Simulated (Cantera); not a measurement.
A jet of 1.26 % CH4, 7.93 % O2, 90.8 % N2, equivalence ratio 0.32 at 300 K and 21.8 Torr hits a platinum plate 9.8 cm away at a mass flux of 0.04 kg/m²/s; the plate temperature is set and raised in steps from an oxygen-covered start.

Detailed kinetics in Cantera: Deutschmann's 1995 Pt surface mechanism with GRI-Mech 3.0 gas chemistry. Catalytic surfaces can have several steady states; this one follows from the mechanism file's or the stated starting coverage.

x: mole fraction at the wall; θ: surface coverage.

```
plate T (K)  wall x CH4  wall x O2  wall x H2O  wall x OH  wall x CO  wall x CO2  θ free Pt   θ O*
-----------  ----------  ---------  ----------  ---------  ---------  ----------  ---------  -----
900                 ___     0.0689     0.00915    2.83e-8    3.65e-6     0.00600      0.284  0.715
950                 ___     0.0654      0.0121    8.89e-8    4.03e-6     0.00798      0.362  0.638
1000                ___     0.0628      0.0145    2.41e-7    4.38e-6     0.00952      0.438  0.561
1050                ___     0.0608      0.0162    5.75e-7    4.79e-6      0.0107      0.512  0.487
1100                ___     0.0594      0.0174    1.25e-6    5.34e-6      0.0115      0.582  0.418
1150                ___     0.0583      0.0182    2.48e-6    6.09e-6      0.0120      0.647  0.353
```

Fill in the missing entries.


- 900, wall x CH4: 0.00773
- 950, wall x CH4: 0.00610
- 1000, wall x CH4: 0.00483
- 1050, wall x CH4: 0.00389
- 1100, wall x CH4: 0.00321
- 1150, wall x CH4: 0.00272
